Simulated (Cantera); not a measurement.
# SiH2Cl2 + C2H4 + H2 + C3H8 (silicon carbide growth)

Charge: 1 mol SiH2Cl2, 0.0059 mol C2H4, 1100 mol H2, 0.01 mol C3H8, held at 4.50 Torr.

Equilibrium computed with Cantera from the NASA thermochemical tables; the gas is ideal and each condensed phase is pure. Candidate condensed phases: C, C6H6, C7H8, C8H18, Si, SiC; 109 gas species. Mutual solubility and eutectic melting of coexisting phases are not modelled. Gases not in the tables: Si2H6 and higher silanes. Equilibrium is a limit: real reactors are often held back by kinetics, nucleation or transport.

```csv
T (°C),x H2,x H,x HCl,x Si,n Si(s),n SiC(s),n Si(l)
1050,0.998,2.05e-5,0.00180,1.48e-8,0.948,0.0417,0
1150,0.998,8.57e-5,0.00180,2.55e-7,0.947,0.0417,0
1250,0.998,0.000298,0.00179,3.00e-6,0.940,0.0417,0
1350,0.997,0.000891,0.00179,2.61e-5,0.904,0.0416,0
1450,0.996,0.00235,0.00178,0.000164,0,0.0404,0.719
1550,0.992,0.00557,0.00177,0.000733,0,0.0316,0
1650,0.985,0.0121,0.00178,0.000789,0,0.00194,0
1750,0.973,0.0242,0.00175,0.000829,0,0,0
1850,0.952,0.0452,0.00171,0.000841,0,0,0
1950,0.918,0.0792,0.00164,0.000838,0,0,0
2050,0.867,0.131,0.00153,0.000823,0,0,0
```
x: gas mole fraction; n: condensed amount in mol.

From 1050 °C to 1350 °C the condensed part is Si(s) + SiC(s). At 1450 °C the condensed part is Si(l) + SiC(s). From 1550 °C to 1650 °C the condensed part is SiC(s). From 1750 °C to 2050 °C nothing is condensed. The main Si-bearing gas is SiCl2 at 1050 °C and Si at 2050 °C.
